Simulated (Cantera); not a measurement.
Mixture: CH₄ : O₂ : N₂ = 1 : 1.43 : 5.37 (molar parts), equivalence ratio 1.4, at 12.8 atm, adiabatic and at constant volume. Ignition delay is the time to a rise of 400 K.

Detailed kinetics in Cantera: GRI-Mech 3.0 (53 species, 325 reactions). The pressure lies above the range GRI-Mech 3.0 was tuned for (to about 10 atm).

Question: What does this change do: CH4 1 to 0.77 parts?

Answer: 
| quantity | before | after |
|---|---|---|
| delay at 1175 K | 5.39 ms | 4.76 ms |
| delay at 1325 K | 0.934 ms | 0.826 ms |
| delay at 1475 K | 0.200 ms | 0.180 ms |
| delay at 1625 K | 50.6 µs | 46.5 µs |
| delay at 1775 K | 15.2 µs | 14.4 µs |
| apparent activation energy between 1625 and 1775 K | 190 kJ/mol | 190 kJ/mol |
